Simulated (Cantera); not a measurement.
Input: 1 mol MgO, 0.011 mol Br2, 0.012 mol O2, held at 0.230 bar.

Equilibrium computed with Cantera from the NASA thermochemical tables; the gas is ideal and each condensed phase is pure. Candidate condensed phases: Br2, Mg, MgBr2, MgO; 10 gas species. Equilibrium is a limit: real reactors are often held back by kinetics, nucleation or transport.

x: gas mole fraction; n: condensed amount in mol.

```csv
T (K),x O2,x Br2,x Br,x MgBr2,n MgO(s)
1000,0.520,0.472,0.00822,7.77e-8,1.00
1050,0.518,0.468,0.0143,3.46e-7,1.00
1100,0.516,0.461,0.0237,1.34e-6,1.00
1150,0.512,0.451,0.0375,4.54e-6,1.00
1200,0.507,0.436,?,?,1.00
1250,0.500,0.417,?,?,1.000
1300,0.492,0.393,0.115,9.35e-5,1.000
1350,0.481,0.363,0.155,0.000212,1.000
1400,0.469,0.328,0.202,0.000443,1.000
1450,0.456,0.289,0.255,0.000850,1.000
1500,0.441,0.247,0.310,0.00151,1.000
```

Problem. Some entries are withheld; supply them.

Solution. 
- 1200, x Br: 0.0566
- 1200, x MgBr2: 1.38e-5
- 1250, x Br: 0.0822
- 1250, x MgBr2: 3.76e-5
